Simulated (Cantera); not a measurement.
Mixture: H2 : O2 : N2 = 1 : 0.602 : 2.27 (molar parts), equivalence ratio 0.83, at 4430 Torr, adiabatic and at constant pressure. Ignition delay is the time to a rise of 400 K.

Cantera simulation using GRI-Mech 3.0 (53 species, 325 reactions); the numbers are that mechanism's predictions, not measurements. The hydrogen kinetics of GRI-Mech 3.0 are dated; newer H2 mechanisms differ, most at raised pressure. Where the delays flatten at high temperature, the 400 K rule measures the pace of heat release, not the induction time.

```tsv
quantity	before	after
delay at 1075 K	1.52 ms	1.86 ms
delay at 1175 K	28.8 µs	28.5 µs
delay at 1275 K	7.23 µs	7.75 µs
delay at 1375 K	3.97 µs	4.34 µs
apparent activation energy between 1325 and 1425 K	75 kJ/mol	72 kJ/mol
```

Question: Which change was made?
A) pressure from 4430 Torr to 760 Torr
B) H2 1 to 1.7 parts
C) H2 1 to 0.6 parts
D) N2 2.27 to 5.9 parts

Answer: C, H2 1 to 0.6 parts
